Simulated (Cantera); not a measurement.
# Thermodynamics of silicon etching in halogen gases, feed Si + NF₃

Input: 1 mol Si, 1.2 mol NF₃, at 1075 K and 0.00130 bar.

Equilibrium computed with Cantera from the NASA thermochemical tables; the gas is ideal and each condensed phase is pure. Candidate condensed phases: Si, Si₃N₄; 16 gas species. The tables' values for SiF₃ are old estimates; treat these amounts as uncertain. Kinetics and transport are ignored.

The x(SiF₄) is 0.627 and the x(N₂) is 0.372. The x(SiF₃) comes out as 0.000633 and the x(SiF₂) is 1.03e-6. The n(Si₃N₄(s)) is 0.0333 mol. The gas amount is 1.434 mol. The log10 activity of Si(s) (absent) comes out as -4.08.
